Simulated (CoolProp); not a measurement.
A closed Brayton cycle with dry air: compressor inlet 317.15 K and 5.5 MPa, high pressure 11.2 MPa, turbine inlet 720 K, compressor efficiency 0.85, turbine efficiency 0.9, recuperator effectiveness 0.95 (on enthalpy, no pinch check). Each further row changes one setting.

Values from CoolProp's reference Helmholtz-energy equation of state, Lemmon 2000. It is a pseudo-pure fit of the blend.

| case | thermal efficiency (%) | net work (kJ/kg) | compressor to turbine work | compressor exit (K) | turbine exit (K) |
|---|---|---|---|---|---|
| as stated | 27.5 | 38.3 | 0.69 | 402.1 | 606.5 |
| turbine inlet 670 K | 23.0 | 29.6 | 0.74 | 402.1 | 563.2 |
| compressor inlet 327.15 K | 25.6 | 35.4 | 0.71 | 414.6 | 606.5 |
| high pressure 9.52 MPa | 29.0 | 33.3 | 0.66 | 381.1 | 630.8 |
| recuperator effectiveness 0.5 | 16.2 | 38.3 | 0.69 | 402.1 | 606.5 |
